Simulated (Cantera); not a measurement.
Input: 1 mol ZrN, 1.6 mol H₂, at 2473 K and 7.70 bar.

Equilibrium computed with Cantera from the NASA thermochemical tables; the gas is ideal and each condensed phase is pure. Candidate condensed phases: Zr, ZrN; 11 gas species. ZrN: taken at fixed stoichiometry. The numbers say what is thermodynamically allowed, not how fast it happens.

Base state: H₂ 0.992, H 0.00800 (mole fractions); condensed: ZrN(s).

Problem. What changes in the equilibrium state with this change: pressure from 7.70 bar to 2.60 mbar?

Solution. 
| species | before | after |
|---|---|---|
| H₂ | 0.992 | 0.647 |
| H | 0.00800 | 0.352 |
| Zr | 2.67e-7 | 0.000792 |
| N₂ | 2.02e-7 | 0.000599 |
| ZrN(s), mol | 1.000 | 0.998 |
| Zr(l), mol | 0 | 0.000789 |
Mutual solubility and eutectic melting of coexisting phases are not modelled. Condensed phases not in the tables: N, O or C dissolved in the metal.
